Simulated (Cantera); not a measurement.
An isothermal, constant-pressure homogeneous reactor starts with 24.8 % H₂, 75.2 % O₂, equivalence ratio 0.17, at 1450 K and 2.85 Torr.

Detailed kinetics in Cantera: the H2/O2 subset of GRI-Mech 3.0, which has no nitrogen chemistry. Radical loss at walls, strong at low pressure, is not modelled. The temperature is held fixed by assumption; the heat of reaction is taken as removed at once.

x: mole fraction; the columns are a selection and need not sum to one.

```json
[
 {"t (s)": "2.00e-6", "x H₂": "0.248", "x O₂": "0.752", "x H₂O": "1.25e-12", "x H": "4.79e-9", "x HO₂": "[?]", "x O": "6.15e-11"},
 {"t (s)": "1.83e-5", "x H₂": "0.248", "x O₂": "0.752", "x H₂O": "8.60e-10", "x H": "4.08e-8", "x HO₂": "[?]", "x O": "4.59e-9"},
 {"t (s)": "0.000168", "x H₂": "0.248", "x O₂": "0.752", "x H₂O": "4.23e-7", "x H": "5.48e-7", "x HO₂": "[?]", "x O": "2.85e-7"},
 {"t (s)": "0.00154", "x H₂": "0.0823", "x O₂": "0.652", "x H₂O": "0.119", "x H": "0.0660", "x HO₂": "[?]", "x O": "0.0531"},
 {"t (s)": "0.0141", "x H₂": "0.0147", "x O₂": "0.602", "x H₂O": "0.187", "x H": "0.0735", "x HO₂": "[?]", "x O": "0.0999"},
 {"t (s)": "0.130", "x H₂": "0.0107", "x O₂": "0.642", "x H₂O": "0.222", "x H": "0.0399", "x HO₂": "[?]", "x O": "0.0656"},
 {"t (s)": "1.19", "x H₂": "0.000683", "x O₂": "0.711", "x H₂O": "0.279", "x H": "0.000538", "x HO₂": "[?]", "x O": "0.00369"},
 {"t (s)": "10.9", "x H₂": "1.44e-5", "x O₂": "0.716", "x H₂O": "0.283", "x H": "1.63e-6", "x HO₂": "[?]", "x O": "7.74e-5"},
 {"t (s)": "100", "x H₂": "5.17e-6", "x O₂": "0.717", "x H₂O": "0.283", "x H": "3.51e-7", "x HO₂": "[?]", "x O": "2.78e-5"}
]
```

Complete the blanks.


- 2.00e-6, x HO₂: 4.85e-9
- 1.83e-5, x HO₂: 4.45e-8
- 0.000168, x HO₂: 4.06e-7
- 0.00154, x HO₂: 1.31e-6
- 0.0141, x HO₂: 1.53e-6
- 0.130, x HO₂: 1.68e-6
- 1.19, x HO₂: 6.49e-7
- 10.9, x HO₂: 1.07e-7
- 100, x HO₂: 1.41e-7
